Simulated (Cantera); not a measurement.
## Ta2O5 + CO + H2 + C (carbothermic reduction)

Input: 1 mol Ta2O5, 1.6 mol CO, 1.3 mol H2, 1.5 mol C.

Cantera equilibrium calculation (NASA polynomials, part measured and part estimated; ideal gas, pure solids and liquids). Candidate condensed phases: C, C6H6, C7H8, C8H18, H2O, Ta, TaC, Ta2O5; 113 gas species. Mutual solubility and eutectic melting of coexisting phases are not modelled. TaC: taken at fixed stoichiometry. Condensed phases not in the tables: Ta2C. Rates play no part.

**Question.** Map the stable condensed phases over T = 1123, 1148, 1173, 1198, 1223, 1248, 1273, 1298, 1323, 1348, 1373, 1398 K and P in Pa = 10, 32, 100, 320, 1000, 3200, 10000, 32000, 100000, 320000, 1000000.

**Answer.** 
```
T in K \ P in Pa
              10      32     100     320    1000    3200   10000   32000  100000  320000 1000000
   1398        A       A       A       A       A       A       A       A       A       B       B
   1373        A       A       A       A       A       A       A       A       A       B       B
   1348        A       A       A       A       A       A       A       A       C       B       B
   1323        A       A       A       A       A       A       A       A       B       B       B
   1298        A       A       A       A       A       A       A       A       B       B       B
   1273        A       A       A       A       A       A       A       C       B       B       B
   1248        A       A       A       A       A       A       A       B       B       B       B
   1223        A       A       A       A       A       A       A       B       B       B       B
   1198        A       A       A       A       A       A       B       B       B       B       B
   1173        A       A       A       A       A       A       B       B       B       B       B
   1148        A       A       A       A       A       B       B       B       B       B       B
   1123        A       A       A       A       A       B       B       B       B       B       B
```
A: TaC + Ta2O5; B: C + Ta2O5; C: C + TaC + Ta2O5.
